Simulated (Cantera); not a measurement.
An isothermal, constant-pressure homogeneous reactor starts with 2.13 % C2H6, 97.9 % H2, at 1950 K and 13300 Pa.

Cantera simulation using GRI-Mech 3.0 (53 species, 325 reactions); the numbers are that mechanism's predictions, not measurements. GRI-Mech 3.0 stops at C3 and has no aromatics, soot or wall deposition, so with more carbon than oxygen in the feed, carbon stays in small species such as C2H2 where larger ones or solid carbon would form.

One state of this run: x C2H6 = 6.69e-6; x H2 = 0.963; x C2H4 = 0.000142; x CH3 = 0.00182; x H = 0.00374; x C2H = 4.84e-7. x: mole fraction; the columns are a selection and need not sum to one.

Q: Which value of t (s) does it belong to?
A) 8.22e-5
B) 0.000616
C) 14.6
D) 0.000225

A: B, 0.000616
